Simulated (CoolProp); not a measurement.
A single-stage vapour-compression cycle with the fluid: evaporating at 232.15 K (dew point), condensing at 296.15 K (bubble point), superheat 2 K, subcooling 5 K, compressor efficiency 0.8, no pressure losses. The same conditions are run with several fluids, on thermodynamics alone (safety and materials aside).

The numbers come from the reference Helmholtz-energy equation of state of each fluid (trans-2-butene: Lemmon 2005; n-perfluorobutane: Gao 2022; sulfur dioxide: Gao 2016; nitrous oxide: Lemmon 2006; propane: Lemmon 2009) in CoolProp.

```tsv
fluid	cooling COP	pressure ratio	discharge temperature (K)	refrigerating effect (kJ/kg)	volumetric capacity (kJ/m³)
trans-2-butene	2.38	15.0	327.1	315	134
n-perfluorobutane	1.70	16.5	296.1	46.8	87.7
sulfur dioxide	2.25	18.0	466.1	337	227
nitrous oxide	1.82	5.97	375.5	191	4440
propane	2.25	8.50	325.3	284	711
```

The compression ends wet for: n-perfluorobutane.
